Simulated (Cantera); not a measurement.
Input (Python, Cantera) and output of one run.

```python
import numpy as np
import cantera as ct

gas_names = """
    Electron H H+ H- HNO HNO2 HNO3 HO2 H2 H2+ H2- H2O H2O+ H2O2 H2S H2SO4 H3O+ N N+ N- NH NH+ NH2 NH3
    NH2OH NH4+ NO NO+ NO2 NO2- NO3 NO3- N2 N2+ N2- N2H2 N2H4 N2O N2O+ O O+ O- OH OH+ OH- O2 O2+ O2- O3 S
    S+ S- SH SN SO SO2 SO3 S2 S2O S8
""".split()
cond_names = """
    H2O(s) H2O(L) H2SO4(L) S(cr1) S(cr2) S(L)
""".split()


def load(file, names, dense=False):
    # The tables refer to 1 bar. Condensed volumes are neglected.
    table = {s.name: s for s in ct.Species.list_from_file(file)}
    out = []
    for n in names:
        d = dict(table[n].input_data)
        d["thermo"] = dict(d["thermo"], **{"reference-pressure": 1e5})
        if dense:
            d["equation-of-state"] = {"model": "constant-volume", "density": "1e6 g/cm^3"}
        out.append(ct.Species.from_dict(d))
    return out


gas = ct.Solution(thermo="ideal-gas", species=load("nasa_gas.yaml", gas_names))
cond = {s.name: ct.Solution(thermo="fixed-stoichiometry", species=[s], name=s.name)
        for s in load("nasa_condensed.yaml", cond_names, dense=True)}
atoms = {
    'H2S': {'H': 2, 'S': 1},
    'SO2': {'S': 1, 'O': 2},
    'N2': {'N': 2},
}
top_T = {}  # K; cautious upper limits of use, not melting points


def equilibrate(T, P, feed):
    n = {}
    for name, mol in feed.items():
        for a, k in atoms[name].items():
            n[a] = n.get(a, 0.0) + k * mol
    gas.TPX = T, P, n
    mass = sum(n.values()) * gas.mean_molecular_weight
    gas.equilibrate("TP")
    valid = [c for c in cond.values() if c.min_temp <= T <= top_T.get(c.name, c.max_temp)]
    mix = ct.Mixture([(gas, mass / gas.mean_molecular_weight)] + [(c, 0.0) for c in valid])
    mix.T, mix.P = T, P
    mix.equilibrate("TP", solver="vcs", rtol=1e-11, max_steps=5000)
    return mix


results = []
feed = {'H2S': 1, 'SO2': 0.031, 'N2': 11}  # mol
P = 100000  # Pa
for T in [2000, 2500, 3000, 3500, 4000, 4500, 5000]:
    mix = equilibrate(T, P, feed)
    results.append((T, P, feed, dict(zip(mix.species_names, mix.species_moles))))
    x = sorted(zip(gas.X, gas.species_names), reverse=True)
    print(f"T = {T:g} K  P = {P:g} Pa  gas = {mix.phase_moles(0):.4g} mol")
    print("   x: " + "  ".join(f"{s} {v:.3e}" for v, s in x if v > 0.0001))
    print("   condensed (mol): " + ("  ".join(f"{mix.phase(i).name} {mix.phase_moles(i):.4g}"
          for i in range(1, mix.n_phases) if mix.phase_moles(i) > 1e-12) or "none"))
```

Result:

```
T = 2000 K  P = 100000 Pa  gas = 12.48 mol
   x: N2 8.816e-01  H2 6.621e-02  S2 3.544e-02  H2S 7.359e-03  H2O 4.635e-03  SH 3.463e-03  S 5.988e-04  H 4.184e-04  SO 2.431e-04
   condensed (mol): none
T = 2500 K  P = 100000 Pa  gas = 12.6 mol
   x: N2 8.729e-01  H2 6.668e-02  S2 3.107e-02  SH 7.886e-03  S 7.725e-03  H 6.492e-03  H2O 3.123e-03  H2S 2.339e-03  SO 1.534e-03
   condensed (mol): none
T = 3000 K  P = 100000 Pa  gas = 12.98 mol
   x: N2 8.472e-01  H2 5.226e-02  H 3.610e-02  S 3.281e-02  S2 1.682e-02  SH 9.221e-03  SO 2.809e-03  H2O 1.304e-03  H2S 6.542e-04  OH 2.990e-04  SN 1.976e-04  O 1.265e-04  NO 1.207e-04
   condensed (mol): none
T = 3500 K  P = 100000 Pa  gas = 13.58 mol
   x: N2 8.094e-01  H 9.223e-02  S 5.945e-02  H2 2.439e-02  SH 4.915e-03  S2 4.484e-03  SO 2.144e-03  O 1.146e-03  OH 5.204e-04  NO 4.126e-04  SN 3.116e-04  H2O 2.989e-04  N 1.993e-04
   condensed (mol): none
T = 4000 K  P = 100000 Pa  gas = 13.96 mol
   x: N2 7.868e-01  H 1.284e-01  S 6.946e-02  H2 6.488e-03  O 2.977e-03  N 1.574e-03  SH 1.563e-03  S2 9.256e-04  SO 6.484e-04  NO 5.150e-04  SN 3.270e-04  OH 2.677e-04
   condensed (mol): none
T = 4500 K  P = 100000 Pa  gas = 14.11 mol
   x: N2 7.754e-01  H 1.380e-01  S 7.168e-02  N 7.926e-03  O 3.797e-03  H2 1.592e-03  SH 4.831e-04  NO 3.718e-04  SN 3.099e-04  S2 2.257e-04  SO 1.415e-04
   condensed (mol): none
T = 5000 K  P = 100000 Pa  gas = 14.28 mol
   x: N2 7.554e-01  H 1.388e-01  S 7.151e-02  N 2.882e-02  O 4.031e-03  H2 4.660e-04  SN 2.855e-04  NO 2.477e-04  SH 1.734e-04
   condensed (mol): none
```

Cantera equilibrium calculation (NASA polynomials, part measured and part estimated; ideal gas, pure solids and liquids).
